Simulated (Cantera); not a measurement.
**Thermodynamics of boron, boron nitride and boron oxide, feed BF₃ + H₂ + N₂ + H₂O**

Charge: 1 mol BF₃, 4.6 mol H₂, 0.37 mol N₂, 2.5 mol H₂O, at 2273 K and 0.398 Torr.

Method: chemical equilibrium by Gibbs-energy minimisation in Cantera with the NASA 1993 tables (ideal gas, pure condensed phases). Candidate condensed phases: B, BN, B₂O₃, B₃O₃H₃, H₂O; 62 gas species. Equilibrium is a limit: real reactors are often held back by kinetics, nucleation or transport.

```json
{
  "x(H₂)": "0.332",
  "x(H)": "0.210",
  "x(HF)": "0.209",
  "x(H₂O)": "0.106",
  "x(BOF)": "0.0703",
  "x(N₂)": "0.0343",
  "x(HBO₂)": "0.0153",
  "x(OH)": "0.0104",
  "x(O)": "0.00452",
  "gas_amount": "10.75 mol",
  "log10 activity of B(s) (absent)": "-7.04"
}
```
